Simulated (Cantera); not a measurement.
An isothermal, constant-pressure homogeneous reactor starts with CH₄ : H₂ : O₂ = 0.036 : 1 : 0.012 (molar parts), equivalence ratio 48, at 2525 K and 0.0100 bar.

Model: GRI-Mech 3.0 (53 species, 325 reactions), integrated in Cantera. GRI-Mech 3.0 stops at C3 and has no aromatics, soot or wall deposition, so with more carbon than oxygen in the feed, carbon stays in small species such as C2H2 where larger ones or solid carbon would form. Radical loss at walls, strong at low pressure, is not modelled.

x: mole fraction; the columns are a selection and need not sum to one.

```csv
t (s),x CH₄,x H₂,x O₂,x CH₃,x HO₂,x H₂O₂,x C₂H₆
0.000200,0.0301,0.946,___,0.00385,1.20e-5,3.81e-7,1.08e-6
0.000498,0.0223,0.928,___,0.00874,2.03e-6,8.25e-8,2.96e-6
0.00124,0.0119,0.922,___,0.00692,1.22e-8,5.49e-10,1.31e-6
0.00308,0.00417,0.924,___,0.00284,3.70e-11,2.09e-12,1.88e-7
0.00767,0.00121,0.921,___,0.000982,3.60e-11,1.95e-12,1.87e-8
0.0191,0.000596,0.916,___,0.000580,2.40e-11,1.22e-12,5.28e-9
0.0475,0.000271,0.908,___,0.000332,5.93e-12,<1e-12,1.31e-9
0.118,5.85e-5,0.888,1.80e-10,9.99e-5,<1e-12,<1e-12,7.63e-11
0.294,3.18e-6,0.847,<1e-12,8.49e-6,<1e-12,<1e-12,<1e-12
0.733,1.09e-6,0.786,<1e-12,4.65e-6,<1e-12,<1e-12,<1e-12
1.82,6.10e-7,0.741,<1e-12,3.43e-6,<1e-12,<1e-12,<1e-12
4.54,5.61e-7,0.734,<1e-12,3.28e-6,<1e-12,<1e-12,<1e-12
11.3,5.61e-7,0.734,<1e-12,3.28e-6,<1e-12,<1e-12,<1e-12
28.1,5.61e-7,0.734,<1e-12,3.28e-6,<1e-12,<1e-12,<1e-12
70.0,5.61e-7,0.734,<1e-12,3.28e-6,<1e-12,<1e-12,<1e-12
```

### Question
Some entries are withheld; supply them.

### Answer

- 0.000200, x O₂: 0.00976
- 0.000498, x O₂: 0.00363
- 0.00124, x O₂: 2.95e-5
- 0.00308, x O₂: 3.03e-8
- 0.00767, x O₂: 3.40e-8
- 0.0191, x O₂: 2.65e-8
- 0.0475, x O₂: 8.03e-9
